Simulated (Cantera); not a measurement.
Input: 1 mol Zr, 0.54 mol N₂, 170 mol H₂, equilibrated at 75.0 Torr.

Method: chemical equilibrium by Gibbs-energy minimisation in Cantera with the NASA 1993 tables (ideal gas, pure condensed phases). Candidate condensed phases: Zr, ZrN; 11 gas species. ZrN: taken at fixed stoichiometry. Kinetics and transport are ignored.

**Question.** At 2325 K, list the 3 most abundant gas species with their mole fractions, and the condensed phases.

**Answer.** H₂ 0.966, H 0.0342, N₂ 0.000231. Condensed: ZrN(s).
